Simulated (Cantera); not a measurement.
Feed: 1 mol Si, 0.12 mol CO2, 10 mol N2, equilibrated at 1.90 bar.

These are equilibrium values from Cantera (NASA tables, ideal gas, pure condensed phases), not measurements of a reactor. Candidate condensed phases: C, Si, SiC, SiO2, Si2N2O, Si3N4; 34 gas species. Mutual solubility and eutectic melting of coexisting phases are not modelled. The numbers say what is thermodynamically allowed, not how fast it happens. All values below are at 1550 K.

Base state: N2 1.000, CO 0.000135 (mole fractions); condensed: C(graphite) + Si2N2O(s) + Si3N4(s).

Q: What changes in the equilibrium state with this change: CO2 from 0.12 to 3.9 mol?

A: 
| species | before | after |
|---|---|---|
| N2 | 1.000 | 0.719 |
| CO | 0.000135 | 0.144 |
| CO2 | <1e-9 | 0.137 |
| C(graphite), mol | 0.119 | 0 |
| Si2N2O(s), mol | 0.239 | 0 |
| Si3N4(s), mol | 0.174 | 0 |
| SiO2(β-quartz), mol | 0 | 1.00 |
The tables hold silica as quartz up to 1696 K and as liquid above; real silica turns to tridymite and cristobalite and melts near 1996 K.
